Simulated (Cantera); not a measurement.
Feed: 1 mol Si2Cl6, 36 mol NH3, 95 mol H2, held at 1998 K and 3.30 Torr.

Cantera equilibrium calculation (NASA polynomials, part measured and part estimated; ideal gas, pure solids and liquids). The feed counts by its element totals alone. The tables' values for SiCl, SiN are old estimates; treat these amounts as uncertain. Gases not in the tables: Si2H6 and higher silanes. Equilibrium is a limit: real reactors are often held back by kinetics, nucleation or transport.

| species | before | after |
|---|---|---|
| H2 | 0.833 | 0.860 |
| N2 | 0.104 | 0.106 |
| HCl | 0.0293 | 0.0284 |
| H | 0.0221 | 0.00206 |
| Si | 0.00817 | 0.000154 |
| SiCl2 | 0.00209 | 0.00336 |
| Si2 | 7.13e-5 | 6.76e-7 |
| Si3 | 1.29e-5 | 1.70e-7 |
| SiH | 0.000337 | 1.47e-5 |
| SiN | 4.57e-5 | 2.01e-6 |
| Si2N | 5.08e-5 | 3.64e-6 |
| Cl | 0.000578 | 5.29e-5 |
| Si(l), mol | 0 | 1.39 |
Gas species are given as mole fractions.

**Question.** Which change was made?
(A) temperature from 1998 K to 1700 K
(B) H2 from 95 to 15 mol
(C) NH3 from 36 to 1.5 mol
(D) H2 from 95 to 1.5 mol

**Answer.** A, temperature from 1998 K to 1700 K. The tables' values for SiCl are old estimates; treat these amounts as uncertain
